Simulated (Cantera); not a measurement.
**Equilibrium for boron, boron nitride and boron oxide: B2H6 + O2 + N2**

Input: 1 mol B2H6, 0.15 mol O2, a varied amount of N2, held at 1650 K and 33.0 Torr.

Method: chemical equilibrium by Gibbs-energy minimisation in Cantera with the NASA 1993 tables (ideal gas, pure condensed phases). Candidate condensed phases: B, BN, B2O3, B3O3H3, H2O; 39 gas species. The feed counts by its element totals alone. Mutual solubility and eutectic melting of coexisting phases are not modelled. The tables' values for BH2 are old estimates; treat these amounts as uncertain. Kinetics and transport are ignored.

| n(N2) (mol) | x H2 | x N2 | x HBO | x B2O2 | x HBO2 | x B2O3 | n B(s) | n BN(s) | n B2O3(l) |
|---|---|---|---|---|---|---|---|---|---|
| 0.63 | 0.927 | 4.70e-6 | 0.0519 | 0.0150 | 0.00128 | 0.00303 | 0.454 | 1.26 | 0 |
| 0.72 | 0.927 | 4.70e-6 | 0.0519 | 0.0150 | 0.00128 | 0.00303 | 0.274 | 1.44 | 0 |
| 0.83 | 0.927 | 4.70e-6 | 0.0519 | 0.0150 | 0.00128 | 0.00303 | 0.0535 | 1.66 | 0 |
| 0.95 | 0.943 | 0.0178 | 0.0182 | 0.00182 | 0.00968 | 0.00791 | 0 | 1.79 | 0.0313 |
| 1.1 | 0.902 | 0.0617 | 0.0145 | 0.00120 | 0.0116 | 0.00791 | 0 | 1.80 | 0.0290 |
| 1.3 | 0.849 | 0.115 | 0.0127 | 0.000977 | 0.0125 | 0.00791 | 0 | 1.80 | 0.0251 |
| 1.4 | 0.825 | 0.140 | 0.0121 | 0.000916 | 0.0128 | 0.00791 | 0 | 1.80 | 0.0232 |
| 1.6 | 0.780 | 0.185 | 0.0112 | 0.000835 | 0.0130 | 0.00791 | 0 | 1.80 | 0.0195 |
| 1.9 | 0.722 | 0.244 | 0.0103 | 0.000760 | 0.0131 | 0.00791 | 0 | 1.80 | 0.0142 |
| 2.2 | 0.671 | 0.296 | 0.00964 | 0.000714 | 0.0130 | 0.00791 | 0 | 1.81 | 0.00917 |
| 2.5 | 0.627 | 0.340 | 0.00910 | 0.000681 | 0.0129 | 0.00791 | 0 | 1.81 | 0.00429 |
| 2.8 | 0.589 | 0.380 | 0.00864 | 0.000654 | 0.0127 | 0.00786 | 0 | 1.81 | 0 |
| 3.3 | 0.535 | 0.436 | 0.00779 | 0.000585 | 0.0116 | 0.00712 | 0 | 1.81 | 0 |
x: gas mole fraction; n: condensed amount in mol.

From 0.63 mol N2 to 0.83 mol N2 the condensed part is B(s) + BN(s). From 0.95 mol N2 to 2.5 mol N2 the condensed part is BN(s) + B2O3(l). From 2.8 mol N2 to 3.3 mol N2 the condensed part is BN(s). The main B-bearing gas is HBO at 0.63 mol N2 and B2O3 at 3.3 mol N2.
